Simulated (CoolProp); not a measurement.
Model: reference Helmholtz-energy equation of state, Bücker 2006, in CoolProp.

**Question.** Give the vapour pressure (MPa), liquid density (kg/m³), vapour Z, liquid viscosity (µPa s) of saturated isobutane at 204.7, 223.6, 235.4 K.

**Answer.** 
| T (K) | p (MPa) | liquid density (kg/m³) | vapour Z | liquid viscosity (µPa s) |
|---|---|---|---|---|
| 204.7 | 0.00532 | 653 | 0.995 | 505 |
| 223.6 | 0.0172 | 634 | 0.989 | 375 |
| 235.4 | 0.0321 | 622 | 0.982 | 317 |

Viscosity comes from a separate model (Vogel 2000).
